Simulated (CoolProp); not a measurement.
Sulfur hexafluoride at 280.84 K and 2.69 MPa flows at 0.34 m/s in a round tube of 6 mm bore and 1.5 µm roughness, fully developed (64/Re and Nu = 3.66 if laminar; Colebrook and Gnielinski if turbulent). Each further row changes one setting.

Model: reference Helmholtz-energy equation of state, Guder 2009, in CoolProp.

| case | Reynolds number | Darcy friction factor | pressure drop (Pa/m) | heat-transfer coefficient (W/(m² K)) | mass flow (kg/h) |
|---|---|---|---|---|---|
| as stated | 18300 | 0.0270 | 396 | 978 | … |
| velocity 0.68 m/s | 36600 | 0.0232 | 1360 | 1790 | … |
| diameter 12 mm | 36600 | … | 167 | 882 | 211 |

**Question.** What belongs in the gaps?

**Answer.** 
- as stated, mass flow (kg/h): 52.7
- velocity 0.68 m/s, mass flow (kg/h): 105
- diameter 12 mm, Darcy friction factor: 0.0228

Viscosity comes from a separate model (Quiñones-Cisneros 2012). Thermal conductivity comes from a separate model (Assael 2012).
